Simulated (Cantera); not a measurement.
## Adiabatic ignition

An adiabatic, constant-volume homogeneous reactor starts with CH₄ : H₂ : O₂ : N₂ = 1 : 1.5 : 8.33 : 31.3 (molar parts), at 1698 K and 4.00 bar.

Cantera simulation using GRI-Mech 3.0 (53 species, 325 reactions); the numbers are that mechanism's predictions, not measurements.

| t (s) | T (K) | P (bar) | x CH₄ | x H₂ | x O₂ | x HO₂ | x NO₂ | x H₂O | x NO |
|---|---|---|---|---|---|---|---|---|---|
| 4.00e-6 | 1699 | 4.00 | 0.0233 | 0.0352 | 0.197 | 2.48e-5 | <1e-12 | 0.000566 | 5.42e-11 |
| 1.26e-5 | 2342 | 5.51 | <1e-12 | 0.00266 | 0.130 | 2.31e-5 | 6.09e-8 | 0.0718 | 3.18e-5 |
| 4.00e-5 | 2544 | 5.92 | <1e-12 | 0.000760 | 0.131 | 1.56e-5 | 3.53e-7 | 0.0787 | 0.000210 |
| 0.000126 | 2551 | 5.93 | <1e-12 | 0.000684 | 0.131 | 1.59e-5 | 1.03e-6 | 0.0790 | 0.000636 |
| 0.000400 | 2548 | 5.92 | <1e-12 | 0.000677 | 0.131 | 1.57e-5 | 3.11e-6 | 0.0791 | 0.00192 |
| 0.00126 | 2541 | 5.91 | <1e-12 | 0.000659 | 0.129 | 1.53e-5 | 8.76e-6 | 0.0792 | 0.00540 |
| 0.00400 | 2526 | 5.87 | <1e-12 | 0.000626 | 0.126 | 1.44e-5 | 1.96e-5 | 0.0795 | 0.0121 |
| 0.0126 | 2514 | 5.84 | <1e-12 | 0.000601 | 0.124 | 1.38e-5 | 2.77e-5 | 0.0797 | 0.0171 |
| 0.0400 | 2513 | 5.84 | <1e-12 | 0.000598 | 0.123 | 1.38e-5 | 2.85e-5 | 0.0797 | 0.0176 |
| 0.126 | 2513 | 5.84 | <1e-12 | 0.000598 | 0.123 | 1.38e-5 | 2.85e-5 | 0.0797 | 0.0176 |
| 0.400 | 2513 | 5.84 | <1e-12 | 0.000598 | 0.123 | 1.38e-5 | 2.85e-5 | 0.0797 | 0.0176 |
x: mole fraction; the columns are a selection and need not sum to one.

time of steepest temperature rise: 7.65 µs
temperature at 0.400 s: 2513 K
equilibrium temperature: 2513 K
x(CH₄) at 0.400 s: <1e-12 (gas-phase equilibrium <1e-12)
x(H₂) at 0.400 s: 0.000598 (gas-phase equilibrium 0.000598)
x(O₂) at 0.400 s: 0.123 (gas-phase equilibrium 0.123)
